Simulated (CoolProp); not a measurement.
A single-stage vapour-compression cycle with the fluid: evaporating at 214.15 K (dew point), condensing at 247.15 K (bubble point), superheat 0 K, subcooling 5 K, compressor efficiency 0.8, no pressure losses. The same conditions are run with several fluids, on thermodynamics alone (safety and materials aside).

Values from CoolProp's reference Helmholtz-energy equation of state of each fluid (carbonyl sulfide: Lemmon 2006; R410A: Lemmon 2003; R143a: Lemmon and Jacobsen 2000; R115: Lemmon 2016; hydrogen chloride: Thol 2018; ethane: Bücker 2006). Blends and air are pseudo-pure fits.

| fluid | cooling COP | pressure ratio | discharge temperature (K) | refrigerating effect (kJ/kg) | volumetric capacity (kJ/m³) |
|---|---|---|---|---|---|
| carbonyl sulfide | 4.65 | 4.17 | 308.9 | 281 | 640 |
| R410A | 4.66 | 4.70 | 287.4 | 240 | 686 |
| R143a | 4.71 | (withheld) | 269.8 | (withheld) | (withheld) |
| R115 | 4.66 | 4.64 | (withheld) | (withheld) | 359 |
| hydrogen chloride | 4.44 | (withheld) | (withheld) | 365 | 2920 |
| ethane | 4.51 | 3.04 | 275.9 | 369 | 2690 |

Q: Some entries are withheld; supply them.

A: 
- R143a, pressure ratio: 4.49
- R143a, refrigerating effect (kJ/kg): 197
- R143a, volumetric capacity (kJ/m³): 539
- R115, discharge temperature (K): 253.8
- R115, refrigerating effect (kJ/kg): 107
- hydrogen chloride, pressure ratio: 3.37
- hydrogen chloride, discharge temperature (K): 319.0
